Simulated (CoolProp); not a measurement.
Vapour-liquid equilibrium of propane (1) + n-butane (2) at 0.276 MPa; x and y are mole fractions of (1).

Values from CoolProp's multi-fluid Helmholtz-energy mixture model, Lemmon 2009 and Bücker 2006; pair parameters Kunz 2012.

| x | bubble temperature, mixture model (°C) | bubble temperature, Raoult's law (°C) | y, mixture model | y, Raoult's law |
|---|---|---|---|---|
| 0.05 | 25.1 | 24.7 | 0.150 | 0.171 |
| 0.2 | 14.7 | 13.7 | 0.476 | 0.511 |
| 0.35 | 6.2 | 5.3 | 0.677 | 0.704 |
| 0.5 | -0.7 | -1.4 | 0.804 | 0.823 |
| 0.65 | -6.4 | -6.9 | 0.889 | 0.900 |
| 0.8 | -11.2 | -11.5 | 0.947 | 0.953 |
| 0.95 | -15.3 | -15.4 | 0.989 | 0.990 |

The largest gap from Raoult's law is +1.0 K in bubble temperature, at x = 0.2. No azeotrope shows between x = 0.05 and 0.95.

The pair parameters rest on a limited set of measurements; away from them the model extrapolates.
